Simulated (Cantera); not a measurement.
Charge: 1 mol TEOS, 0.72 mol N₂O, 93 mol N₂, held at 0.00110 bar.

Cantera equilibrium calculation (NASA polynomials, part measured and part estimated; ideal gas, pure solids and liquids). Candidate condensed phases: C, C₆H₆, C₇H₈, C₈H₁₈, H₂O, Si, SiC, SiO₂, Si₂N₂O, Si₃N₄; 151 gas species. The feed counts by its element totals alone. Rates play no part.

x: gas mole fraction; n: condensed amount in mol.

| T (K) | x N₂ | x H₂ | x CO | x CO₂ | x H₂O | x CH₄ | x HCN | n C(graphite) | n SiO₂(α-quartz) | n SiO₂(β-quartz) | n Si₂N₂O(s) |
|---|---|---|---|---|---|---|---|---|---|---|---|
| 598 | 0.894 | 0.0867 | 0.00331 | … | 0.00704 | 0.000825 | 2.88e-11 | 6.75 | 1.00 | 0 | 0 |
| 673 | 0.886 | 0.0924 | 0.0162 | … | 0.00179 | 0.000143 | 5.99e-10 | 5.86 | 1.00 | 0 | 0 |
| 748 | 0.881 | 0.0937 | 0.0245 | … | 0.000244 | 3.20e-5 | 6.65e-9 | 5.34 | 1.00 | 0 | 0 |
| 823 | 0.881 | 0.0939 | 0.0255 | … | 3.48e-5 | 9.05e-6 | 4.73e-8 | 5.29 | 1.00 | 0 | 0 |
| 898 | 0.881 | 0.0939 | 0.0255 | … | 6.67e-6 | 3.11e-6 | 2.41e-7 | 5.28 | 0 | 1.00 | 0 |
| 973 | 0.880 | 0.0939 | 0.0256 | … | 1.64e-6 | 1.25e-6 | 9.57e-7 | 5.28 | 0 | 1.00 | 0 |
| 1048 | 0.868 | 0.0931 | 0.0393 | … | 7.52e-7 | 5.56e-7 | 3.07e-6 | 3.78 | 0 | 0 | 0.500 |
| 1123 | 0.868 | 0.0931 | 0.0393 | … | 2.65e-7 | 2.80e-7 | 8.51e-6 | 3.78 | 0 | 0 | 0.500 |
| 1198 | 0.868 | 0.0931 | 0.0393 | … | 1.07e-7 | 1.53e-7 | 2.07e-5 | 3.78 | 0 | 0 | 0.500 |
| 1273 | 0.868 | 0.0930 | 0.0393 | … | 4.78e-8 | 8.95e-8 | 4.54e-5 | 3.78 | 0 | 0 | 0.500 |

### Question
Some entries are withheld; supply them.

### Answer

- 598, x CO₂: 0.00780
- 673, x CO₂: 0.00385
- 748, x CO₂: 0.000397
- 823, x CO₂: 3.41e-5
- 898, x CO₂: 4.22e-6
- 973, x CO₂: 7.20e-7
- 1048, x CO₂: 3.77e-7
- 1123, x CO₂: 1.02e-7
- 1198, x CO₂: 3.30e-8
- 1273, x CO₂: 1.22e-8
